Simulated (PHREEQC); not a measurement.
PHREEQC input (ion-association model, phreeqc.dat):

```
SOLUTION_SPECIES
  CO3-2 + 10 H+ + 8 e- = CH4 + 3 H2O  # shut off: no methane
    -log_k -100
    -delta_h 0
    -analytic -100
SOLUTION 1
  temp 25
  units mol/kgw
  pH 7 charge
  Cl 0.073
  Na 0.073
END
SELECTED_OUTPUT 1
  -reset false
  -pH true
  -pe true
  -ionic_strength true
  -water true
  -totals C Cl Na C(-4) C(4) Hdg
  -molalities H+ Na+ Cl- CO3-2 OH- HCO3- CO2 (CO2)2 NaOH NaCO3-
    NaHCO3
  -saturation_indices Halite
USER_PUNCH 1
  -headings p_CO2(g) phi_CO2(g) p_Hdg(g) phi_Hdg(g) p_H2O(g) phi_H2O(g) density
  10 PUNCH PR_P("CO2(g)"), PR_PHI("CO2(g)"), PR_P("Hdg(g)"), PR_PHI("Hdg(g)"), PR_P("H2O(g)"), PR_PHI("H2O(g)"), RHO
PRINT
  -reset false
USE solution 1
REACTION_TEMPERATURE 1
  50
GAS_PHASE 1
  -fixed_pressure
  -pressure 2
  -temperature 50
  -volume 20
  CO2(g) 0.98
  Hdg(g) 1.02
  H2O(g) 0
END
# ... the last block is repeated for the other 12 points of P (atm)
```

Selected output (columns that matter, 13 of 13 rows; P (atm) added in front):

```
P (atm)	pH	mu	C	Cl	Na	Hdg	si_Halite	p_CO2(g)	phi_CO2(g)	p_Hdg(g)	phi_Hdg(g)	p_H2O(g)	phi_H2O(g)	density
2	4.0077	0.073244	0.017388	0.073129	0.073129	0.00069616	-4.0681	0.90913	0.99272	0.96807	1.0022	0.1228	0.98634	0.99112
5	3.8031	0.073312	0.044463	0.073127	0.073127	0.0018075	-4.0686	2.3603	0.98222	2.5144	1.0051	0.12528	0.96837	0.99145
10	3.6542	0.073391	0.088059	0.073131	0.073131	0.0036573	-4.0693	4.7802	0.96505	5.0903	1.0101	0.12952	0.93913	0.992
20	3.5107	0.073503	0.16978	0.073141	0.073141	0.0073495	-4.0707	9.6245	0.93176	10.237	1.0202	0.13848	0.88317	0.99303
30	3.4306	0.073588	0.24453	0.073152	0.073152	0.011035	-4.0719	14.474	0.89986	15.378	1.0308	0.14809	0.83044	0.994
40	3.3762	0.073659	0.31271	0.073165	0.073165	0.014716	-4.0731	19.329	0.8693	20.513	1.0417	0.15839	0.78081	0.99491
50	3.3357	0.07372	0.37472	0.073178	0.073178	0.018396	-4.0743	24.188	0.84008	25.643	1.053	0.16943	0.73417	0.99577
75	3.2675	0.073849	0.50537	0.073216	0.073216	0.027602	-4.0772	36.352	0.77269	38.447	1.0825	0.20042	0.62985	0.99769
100	3.2241	0.07396	0.60621	0.07326	0.07326	0.036829	-4.0798	48.534	0.71303	51.229	1.1136	0.23665	0.54161	0.99936
150	3.1716	0.074157	0.74149	0.073368	0.073368	0.055321	-4.0848	72.93	0.61501	76.744	1.1782	0.32589	0.40587	1.0021
200	3.1401	0.074345	0.81934	0.073498	0.073498	0.073654	-4.0892	97.344	0.54146	102.22	1.2427	0.43736	0.31235	1.0044
300	3.1002	0.074719	0.89513	0.073795	0.073795	0.10859	-4.0969	146.17	0.44763	153.11	1.3613	0.71531	0.2039	1.0082
400	3.0705	0.075077	0.93153	0.074091	0.074091	0.13997	-4.1039	194.98	0.39753	203.98	1.4656	1.0408	0.14964	1.0118
```

Constants without temperature data keep their 25 °C values here.
